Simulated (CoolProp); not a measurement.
Values from CoolProp's reference Helmholtz-energy equation of state, Thol 2019.

Question: Give the vapour pressure (bar), liquid density (kg/m³), enthalpy of vaporisation (kJ/kg), vapour Z of saturated tetradecamethylhexasiloxane (MD4M) at 498, 566.9, 601.4 K.

Answer: 
```
T (K)  p (bar)  liquid density (kg/m³)  enthalpy of vaporisation (kJ/kg)  vapour Z
-----  -------  ----------------------  --------------------------------  --------
498      0.439                     681                               109     0.934
566.9     2.02                     589                              83.8     0.798
601.4     3.72                     528                              66.8     0.680
```
